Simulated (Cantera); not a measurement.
A closed system holds: 1 mol Ti(OiPr)4, 10 mol O2, 6.9 mol H2, equilibrated at 2200 K and 14.0 mbar.

Equilibrium computed with Cantera from the NASA thermochemical tables; the gas is ideal and each condensed phase is pure. Candidate condensed phases: C, C6H6, C7H8, C8H18, H2O, Ti, TiC, TiO, TiO2, Ti2O3, Ti3O5, Ti4O7; 113 gas species. The feed counts by its element totals alone. Condensed phases not in the tables: Magnéli phases beyond Ti4O7. Kinetics and transport are ignored.

Base state: H2 0.350, CO 0.315, H2O 0.259, CO2 0.0441, H 0.0282, OH 0.00291, TiO2 0.000295, O 0.000163 (mole fractions); condensed: Ti4O7(l).

What changes in the equilibrium state with this change: temperature from 2200 K to 2125 K?


| species | before | after |
|---|---|---|
| H2 | 0.350 | 0.358 |
| CO | 0.315 | 0.315 |
| H2O | 0.259 | 0.261 |
| H | 0.0282 | 0.0184 |
| CO2 | 0.0441 | 0.0457 |
| TiO2 | 0.000295 | 0.000110 |
| O2 | 5.09e-5 | 1.87e-5 |
| O | 0.000163 | 6.04e-5 |
| OH | 0.00291 | 0.00166 |
| Ti4O7(l), mol | 0.247 | 0.249 |

What changes in the equilibrium state with this change: H2 from 6.9 to 24 mol?


| species | before | after |
|---|---|---|
| H2 | 0.350 | 0.542 |
| CO | 0.315 | 0.221 |
| H2O | 0.259 | 0.185 |
| CO2 | 0.0441 | 0.0143 |
| H | 0.0282 | 0.0351 |
| TiO2 | 0.000295 | 0.000243 |
| O2 | 5.09e-5 | 1.08e-5 |
| O | 0.000163 | 7.52e-5 |
| TiO | 9.72e-6 | 1.74e-5 |
| Ti4O7(l), mol | 0.247 | 0.247 |
